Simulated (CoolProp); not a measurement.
The fluid at 298.15 K and 0.658 MPa flows at 0.78 m/s in a round tube of 20 mm bore and 0.25 µm roughness, fully developed (64/Re and Nu = 3.66 if laminar; Colebrook and Gnielinski if turbulent). The same conditions are run with several fluids, on thermodynamics alone (safety and materials aside).

The numbers come from the reference Helmholtz-energy equation of state of each fluid (nitrogen: Span 2000; CF4 (R14): Platzer 1990; dry air: Lemmon 2000; normal hydrogen: Leachman 2009; R13: Platzer 1990) in CoolProp. The equations of Platzer and Polt are older, rougher fits. Blends and air are pseudo-pure fits.

```json
[
 {"fluid": "nitrogen", "Reynolds number": "6500", "Darcy friction factor": "0.0347", "pressure drop (Pa/m)": "3.93", "heat-transfer coefficient (W/(m² K))": "[?]", "mass flow (kg/h)": "6.57"},
 {"fluid": "CF4 (R14)", "Reynolds number": "[?]", "Darcy friction factor": "0.0255", "pressure drop (Pa/m)": "9.29", "heat-transfer coefficient (W/(m² K))": "[?]", "mass flow (kg/h)": "21.1"},
 {"fluid": "dry air", "Reynolds number": "6490", "Darcy friction factor": "0.0348", "pressure drop (Pa/m)": "4.07", "heat-transfer coefficient (W/(m² K))": "[?]", "mass flow (kg/h)": "6.80"},
 {"fluid": "normal hydrogen", "Reynolds number": "934", "Darcy friction factor": "[?]", "pressure drop (Pa/m)": "0.556", "heat-transfer coefficient (W/(m² K))": "[?]", "mass flow (kg/h)": "0.470"},
 {"fluid": "R13", "Reynolds number": "31900", "Darcy friction factor": "0.0232", "pressure drop (Pa/m)": "10.4", "heat-transfer coefficient (W/(m² K))": "49.2", "mass flow (kg/h)": "26.1"}
]
```

Problem. Fill in the missing entries.

Solution. 
- nitrogen, heat-transfer coefficient (W/(m² K)): 26.8
- CF4 (R14), Reynolds number: 21300
- CF4 (R14), heat-transfer coefficient (W/(m² K)): 45.6
- dry air, heat-transfer coefficient (W/(m² K)): 27.0
- normal hydrogen, Darcy friction factor: 0.0685
- normal hydrogen, heat-transfer coefficient (W/(m² K)): 34.1

Transport values come from each fluid's own correlations; those of CF4 (R14), R13 are estimates that may be off by 10 % or more.
